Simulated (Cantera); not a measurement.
What does this Cantera script print?

```python
import numpy as np
import cantera as ct

gas = ct.Solution("gri30.yaml")
gas.TPX = 1298, 100000, {'N2O': 1}
reactor = ct.IdealGasConstPressureReactor(gas, energy="off", clone=False)
net = ct.ReactorNet([reactor])
net.rtol, net.atol = 1e-08, 1e-18
show = ['N2O', 'O2', 'NO', 'N2', 'NO2', 'O']
times = np.geomspace(0.0006, 8, 13)

steps = ct.SolutionArray(gas, extra=["t"])
rows = []
print(f"{'t/s':>10s}{'T/K':>9s}{'P/Pa':>11s}" + "".join(f"{s:>11s}" for s in show))
for t in times:
    while net.time < t:
        t_next = net.step()
        steps.append(gas.state, t=t_next)
    rows.append([np.interp(t, steps.t, y) for y in (steps.T, steps.P, *steps(*show).X.T)])
    print(f"{t:10.3e}{rows[-1][0]:9.1f}{rows[-1][1]:11.4g}" + "".join(f"{x:11.3e}" for x in rows[-1][2:]))
rate = np.gradient(steps.T, steps.t)
print("integrator steps:", len(steps.t))
if steps.T.max() > steps.T[0] + 200:
    print(f"time of steepest temperature rise: {steps.t[rate.argmax()]:.4e} s")
gas.TPX = 1298, 100000, {'N2O': 1}
gas.equilibrate("TP")
print(f"equilibrium (TP): T = {gas.T:.1f} K  " + "  ".join(f"{s} {gas[s].X[0]:.3e}" for s in show))
```

It prints:

```
       t/s      T/K       P/Pa        N2O         O2         NO         N2        NO2          O
 6.000e-04   1298.0      1e+05  9.971e-01  8.211e-04  2.842e-04  1.792e-03  2.093e-07  7.034e-06
 1.324e-03   1298.0      1e+05  9.936e-01  1.814e-03  6.276e-04  3.951e-03  9.596e-07  7.029e-06
 2.922e-03   1298.0      1e+05  9.859e-01  3.988e-03  1.377e-03  8.678e-03  4.066e-06  7.017e-06
 6.447e-03   1298.0      1e+05  9.694e-01  8.699e-03  2.995e-03  1.893e-02  1.498e-05  6.985e-06
 1.423e-02   1298.0      1e+05  9.342e-01  1.869e-02  6.406e-03  4.066e-02  4.493e-05  6.905e-06
 3.140e-02   1298.0      1e+05  8.629e-01  3.897e-02  1.324e-02  8.474e-02  1.093e-04  6.727e-06
 6.928e-02   1298.0      1e+05  7.314e-01  7.656e-02  2.559e-02  1.663e-01  2.265e-04  6.347e-06
 1.529e-01   1298.0      1e+05  5.269e-01  1.355e-01  4.378e-02  2.934e-01  4.005e-04  5.578e-06
 3.374e-01   1298.0      1e+05  2.880e-01  2.057e-01  6.237e-02  4.434e-01  5.817e-04  4.180e-06
 7.445e-01   1298.0      1e+05  1.024e-01  2.625e-01  7.226e-02  5.621e-01  6.880e-04  2.201e-06
 1.643e+00   1298.0      1e+05  1.792e-02  2.901e-01  7.324e-02  6.180e-01  7.456e-04  5.665e-07
 3.625e+00   1298.0      1e+05  6.450e-04  2.960e-01  7.267e-02  6.297e-01  9.096e-04  1.103e-07
 8.000e+00   1298.0      1e+05  1.963e-06  2.962e-01  7.260e-02  6.302e-01  9.398e-04  9.356e-08
integrator steps: 1033
equilibrium (TP): T = 1298.0 K  N2O 2.777e-08  O2 3.331e-01  NO 4.550e-04  N2 6.664e-01  NO2 6.246e-06  O 9.911e-08
```

Model: GRI-Mech 3.0 (53 species, 325 reactions), integrated in Cantera. GRI-Mech 3.0 was tuned for natural gas; its chemistry of N2O as a main component is partial and can be far from experiment. The mechanism lacks the step 2 NO + O2 → 2 NO2, which can matter for NO2 below about 1400 K. The temperature is held fixed by assumption; the heat of reaction is taken as removed at once.
